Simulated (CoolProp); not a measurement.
Vapour-liquid equilibrium of R22 (1) + c-C4F8 (RC318) (2) at 11.2 bar; x and y are mole fractions of (1).

Model: multi-fluid Helmholtz-energy mixture model, Kamei 1995 and Platzer 1990; pair parameters Bell 2016, in CoolProp. This equation is an older, rougher fit; its heat capacities, sound speeds and derivatives of the liquid may be far off and weren't checked against measurements.

Question: Give the bubble temperature and the first vapour's composition at x = 0.2, 0.8, 0.95. Is there an azeotrope?

Answer: x = 0.2: 332.6 K, y = 0.377; x = 0.8: 303.4 K, y = 0.891; x = 0.95: 301.2 K, y = 0.963. No azeotrope shows between x = 0.05 and 0.95.

The pair parameters rest on a limited set of measurements; away from them the model extrapolates. The gap from Raoult's law changes sign with composition, which may be real or a fault of the pair parameters; it wasn't checked against measurements.
